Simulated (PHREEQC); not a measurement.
# Silver or lead bath: speciation

Consider water at 25 °C with 1.3 mmol/kgw Ag2SO4, 18 mmol/kgw NaNO3 and 40 mmol/kgw Zn(NO3)2. Closed to the air; pH follows from the charge balance.

All values are PHREEQC results (ion-association model, wateq4f.dat), not measurements.

This is a speciation only: nothing precipitates in the calculation.

Question: What pH does the model give?

Answer: pH 5.39.

Question: In which forms is Zn present?

Answer: Zn+2 98 %, ZnSO4 1.6 % of the Zn.
